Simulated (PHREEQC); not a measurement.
## Copper plating or etch bath: an equilibrium model

A solution holds 0.28 mol/kgw Cu(NO3)2 and 0.022 mol/kgw KCl, at 27 °C. Closed to the air; pH follows from the charge balance.

All values are PHREEQC results (ion-association model, wateq4f.dat), not measurements.

No solid was allowed to form.

Question: What pH, activity of water does the model give?

Answer: pH 4.03; activity of water 0.985.

Question: In which forms is Cu present?

Answer: Cu+2 99 %, CuCl+ 1.2 % of the Cu.

Examples of supersaturated solids here: Atacamite. Others may be too. Ionic strength above about 0.7 mol/kgw puts this run outside the model's range. Complexes and solids missing from the database can't appear.
